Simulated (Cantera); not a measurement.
Feed: 1 mol CH2F2, 1 mol HCl, at 2450 K and 1000 Pa.

Equilibrium computed with Cantera from the NASA thermochemical tables; the gas is ideal and each condensed phase is pure. Candidate condensed phases: C, C6H6, C7H8, C8H18; 118 gas species. Rates play no part.

Base state: HF 0.610, HCl 0.180, Cl 0.125, H2 0.0422, H 0.0412, F 0.00109, C2H2 (acetylene) 0.000368, CF 3.05e-5 (mole fractions); condensed: C(graphite).

**Question.** What changes in the equilibrium state with this change: HCl from 1 to 0.013 mol?

**Answer.** 
```json
[
 {"species": "HF", "before": "0.610", "after": "0.974"},
 {"species": "H", "before": "0.0412", "after": "0.00908"},
 {"species": "F", "before": "0.00109", "after": "0.00793"},
 {"species": "HCl", "before": "0.180", "after": "0.00154"},
 {"species": "Cl", "before": "0.125", "after": "0.00485"},
 {"species": "H2", "before": "0.0422", "after": "0.00204"},
 {"species": "Cl2", "before": "1.72e-5", "after": "2.58e-8"},
 {"species": "C2HCl", "before": "1.66e-5", "after": "1.41e-7"},
 {"species": "CF2", "before": "1.94e-6", "after": "0.000102"},
 {"species": "C2H2 (acetylene)", "before": "0.000368", "after": "1.78e-5"},
 {"species": "C(graphite), mol", "before": "0.997", "after": "0.999"}
]
```
